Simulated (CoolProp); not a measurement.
Vapour-liquid equilibrium of carbon dioxide (1) + R142b (2) at 244.4 K; x and y are mole fractions of (1).

Model: multi-fluid Helmholtz-energy mixture model, Span 1996 and Lemmon 2006; pair parameters Bell 2016, in CoolProp.

Problem. Give the bubble pressure and the first vapour's composition at x = 0.35, 0.65, 0.8. Is there an azeotrope?

Solution. x = 0.35: 5.342 bar, y = 0.941; x = 0.65: 9.690 bar, y = 0.978; x = 0.8: 11.77 bar, y = 0.988. No azeotrope shows between x = 0.05 and 0.95.

The pair parameters rest on a limited set of measurements; away from them the model extrapolates.
